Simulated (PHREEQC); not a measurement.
A solution holds 0.3 mol Cu(NO3)2, 7.6e-05 mol HBF4 and 0.00073 mol Na2SO4 per kg of water, at 80 °C. Closed to the air; pH follows from the charge balance.

The numbers come from PHREEQC with the ion-association model, wateq4f.dat.

| quantity | before | after |
|---|---|---|
| pH | 3.35 | 3.62 |
| ionic strength (mol/kgw) | 0.900 | 0.900 |
| SO4-2 (mol/kgw) | 0.000268 | 0.000267 |
| HSO4- (mol/kgw) | 1.06e-5 | 1.95e-6 |
| NaSO4- (mol/kgw) | 3.81e-7 | 3.51e-7 |
| SI of Mirabilite (Na2SO4:10H2O) | -11.57 | -9.76 |

Question: What was changed between the two runs?
A. HBF4 left out
B. Cu(NO3)2 left out
C. temperature from 80 to 35 °C
D. 0.22 mol/kgw H2SO4 added

Answer: C, temperature from 80 to 35 °C

This is a speciation only: nothing precipitates in the calculation. The ionic strength passes 0.7 mol/kgw, the rough limit of the ion-association models, in every such run. Constants without temperature data keep their 25 °C values here. Real BF4- forms and hydrolyses slowly; the run takes it at equilibrium.
